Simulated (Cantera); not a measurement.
Charge: 1 mol Si, 0.14 mol CO₂, 460 mol N₂, at 1475 °C and 1.33 mbar.

Equilibrium computed with Cantera from the NASA thermochemical tables; the gas is ideal and each condensed phase is pure. Mutual solubility and eutectic melting of coexisting phases are not modelled. The tables' values for SiN are old estimates; treat these amounts as uncertain. Rates play no part.

```csv
species,before,after
N₂,0.998,0.999
SiO,0.000565,0.000474
CO,4.22e-5,0.000134
Si,0.00109,7.47e-5
Si₂N,3.52e-5,3.39e-6
SiN,2.07e-5,3.87e-6
"Si(l), mol",0.0628,0
"SiC(s), mol",0.117,0.0779
"Si₃N₄(s), mol",0,0.221
```
Gas species are given as mole fractions.

Which change was made?
A) pressure from 1.33 mbar to 0.100 bar
B) pressure from 1.33 mbar to 10.0 mbar
C) temperature from 1475 °C to 1702 °C
D) CO₂ from 0.14 to 4 mol

B, pressure from 1.33 mbar to 10.0 mbar
